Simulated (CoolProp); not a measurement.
Ethylene at 371.46 K and 2.21 MPa is throttled through a valve to 0.973 MPa with no heat exchange. Each further row changes one setting.

The numbers come from the reference Helmholtz-energy equation of state, Smukala 2000 in CoolProp.

```json
[
 {"case": "as stated", "temperature change (K)": "…", "final density (kg/m³)": "9.29"},
 {"case": "outlet pressure 0.292 MPa", "temperature change (K)": "…", "final density (kg/m³)": "…"},
 {"case": "outlet pressure 1.26 MPa", "temperature change (K)": "…", "final density (kg/m³)": "…"}
]
```

Some entries are withheld; supply them.


- as stated, temperature change (K): -7.4
- outlet pressure 0.292 MPa, temperature change (K): -11.7
- outlet pressure 0.292 MPa, final density (kg/m³): 2.76
- outlet pressure 1.26 MPa, temperature change (K): -5.7
- outlet pressure 1.26 MPa, final density (kg/m³): 12.1
